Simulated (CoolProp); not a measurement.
Properties of fluoroethane (R161) along the isobar 13.6 bar (Tc = 375.2 K, pc = 50.10 bar, ω = 0.216).

Computed with CoolProp (reference Helmholtz-energy equation of state, Wu 2012).

```tsv
T (K)	phase	Z	cp (kJ/(kg K))	isothermal compressibility (1/MPa)	expansivity (1/kK)
269	liquid	0.03805	2.095	0.002448	2.196
283.7	liquid	0.03735	2.181	0.003303	2.550
298.3	liquid	0.03700	2.286	0.004732	3.062
327.5	gas	0.8236	1.693	0.9269	[?]
342.1	gas	0.8531	[?]	0.8813	4.974
356.7	gas	0.8756	1.640	[?]	4.352
371.3	gas	0.8933	[?]	0.8304	3.901
386	gas	0.9076	1.651	0.8148	[?]
400.6	gas	0.9192	1.669	0.8029	3.283
```

**Question.** Some entries are withheld; supply them.

**Answer.** 
- 327.5, expansivity (1/kK): 5.893
- 342.1, cp (kJ/(kg K)): 1.654
- 356.7, isothermal compressibility (1/MPa): 0.8514
- 371.3, cp (kJ/(kg K)): 1.641
- 386, expansivity (1/kK): 3.555
